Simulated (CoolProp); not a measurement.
Vapour pressure (bar) of R245fa: the reference equation beside estimates from Tc = 153.9 °C, pc = 36.51 bar, ω = 0.378. Clausius-Clapeyron is anchored at 94.15 °C with a constant enthalpy of vaporisation of 18.95 kJ/mol.

Values from CoolProp's reference Helmholtz-energy equation of state, Akasaka 2015.

```csv
T (°C),reference,Clausius-Clapeyron,van der Waals
66.65,5.567,…,13.66
72.15,6.450,7.462,14.71
77.65,7.436,8.276,15.81
83.15,8.531,9.149,16.96
88.65,9.743,…,18.16
94.15,11.08,11.08,19.41
99.65,12.55,12.14,20.72
105.15,14.16,13.27,22.08
110.65,15.93,14.47,…
116.05,17.82,15.71,24.93
121.55,19.91,17.04,26.45
127.05,22.19,18.45,28.02
132.55,24.67,19.93,29.65
138.05,27.36,21.49,31.34
143.55,30.29,23.12,33.09
```

Task: What belongs in the gaps?

Result: 
- 66.65, Clausius-Clapeyron: 6.706
- 88.65, Clausius-Clapeyron: 10.08
- 110.65, van der Waals: 23.49

Absolute difference from the reference over all 15 rows, mean and median: Clausius-Clapeyron 12.3 and 11.8 %, van der Waals 63.9 and 55.9 %.
